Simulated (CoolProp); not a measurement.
Saturated liquid density (kg/m³) of R236FA: the reference equation beside estimates from Tc = 124.9 °C, pc = 3.191 MPa, ω = 0.377. Rackett uses Z = 0.29056 − 0.08775 ω.

Model: reference Helmholtz-energy equation of state, Pan 2012, in CoolProp.

| T (°C) | reference | Rackett | van der Waals | Redlich-Kwong | Soave-Redlich-Kwong |
|---|---|---|---|---|---|
| -74.45 | 1656 | 1734 | 961.4 | 1428 | 1477 |
| -70.85 | 1647 | 1724 | 956.5 | … | 1470 |
| -67.25 | 1637 | 1713 | 951.6 | 1411 | … |
| -63.65 | 1627 | 1703 | 946.6 | 1403 | 1457 |
| -60.05 | 1617 | 1693 | 941.6 | 1395 | 1449 |
| -56.45 | 1607 | 1683 | 936.4 | 1386 | 1442 |
| -52.85 | 1597 | 1672 | 931.3 | 1377 | 1435 |
| -49.25 | 1587 | … | 926.0 | 1368 | 1427 |
| -45.65 | … | 1651 | 920.7 | 1359 | 1419 |
| -41.95 | 1566 | 1640 | 915.2 | … | 1411 |
| -38.35 | 1556 | 1630 | 909.7 | 1341 | 1403 |
| -34.75 | 1546 | 1619 | 904.2 | 1331 | 1395 |
| -31.15 | 1535 | 1608 | 898.6 | 1322 | 1386 |

Task: What belongs in the gaps?

Result: 
- -70.85, Redlich-Kwong: 1420
- -67.25, Soave-Redlich-Kwong: 1464
- -49.25, Rackett: 1662
- -45.65, reference: 1577
- -41.95, Redlich-Kwong: 1350

Absolute difference from the reference over all 13 rows, mean and median: Rackett 4.7 and 4.7 %, van der Waals 41.7 and 41.7 %, Redlich-Kwong 13.8 and 13.8 %, Soave-Redlich-Kwong 10.2 and 10.1 %.
